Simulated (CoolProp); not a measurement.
The numbers come from the reference Helmholtz-energy equation of state, Span 2003 in CoolProp. It is a short technical equation, of lower accuracy than the large ones.

**Question.** For n-heptane, give the phase and the density (kg/m³), cv (kJ/(kg K)), speed of sound (m/s), viscosity (µPa s) at 276.05 °C and 478 kPa; 263.45 °C and 980 kPa; 216.95 °C and 223 kPa.

**Answer.** 
- 276.05 °C and 478 kPa: gas; density 11.2, cv 2.63, speed of sound 205, viscosity 10.9
- 263.45 °C and 980 kPa: gas; density 25.7, cv 2.62, speed of sound 185, viscosity 11.1
- 216.95 °C and 223 kPa: gas; density 5.72, cv 2.41, speed of sound 197, viscosity 9.61

Viscosity comes from a separate model (Michailidou 2014).
